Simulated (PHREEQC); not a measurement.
Dissolve 0.0095 mol CuSO4, 0.00061 mol HNO3 and 0.0079 mol KCl per kg of water at 25 °C. Closed to the air; pH follows from the charge balance.

Equilibrium calculation in PHREEQC: ion-association model, phreeqc.dat.

Each row changes one thing in this solution. This is a speciation only: nothing precipitates in the calculation.

```json
[
 {"case": "as made", "pH": "3.40", "ionic strength (mol/kgw)": "0.0357", "SI of Sylvite (KCl)": "-5.28"},
 {"case": "CuSO4 left out", "pH": "3.25", "ionic strength (mol/kgw)": "0.00851", "SI of Sylvite (KCl)": "-5.19"},
 {"case": "temperature from 25 to 50 °C", "pH": "3.48", "ionic strength (mol/kgw)": "0.0348", "SI of Sylvite (KCl)": "-5.41"},
 {"case": "diluted 10-fold with water", "pH": "[?]", "ionic strength (mol/kgw)": "[?]", "SI of Sylvite (KCl)": "-7.17"},
 {"case": "CuSO4 from 0.0095 to 0.00855 mol/kgw", "pH": "3.39", "ionic strength (mol/kgw)": "0.0334", "SI of Sylvite (KCl)": "[?]"},
 {"case": "temperature from 25 to 20 °C", "pH": "3.39", "ionic strength (mol/kgw)": "[?]", "SI of Sylvite (KCl)": "[?]"},
 {"case": "KCl from 0.0079 to 0.0119 mol/kgw", "pH": "3.40", "ionic strength (mol/kgw)": "0.0399", "SI of Sylvite (KCl)": "-4.93"}
]
```

**Question.** Complete the blanks.

**Answer.** 
- diluted 10-fold with water, pH: 4.27
- diluted 10-fold with water, ionic strength (mol/kgw): 0.00429
- CuSO4 from 0.0095 to 0.00855 mol/kgw, SI of Sylvite (KCl): -5.27
- temperature from 25 to 20 °C, ionic strength (mol/kgw): 0.0360
- temperature from 25 to 20 °C, SI of Sylvite (KCl): -5.25

Away from 25 °C the constants follow the database's enthalpies or fits; those with neither stay at their 25 °C values.
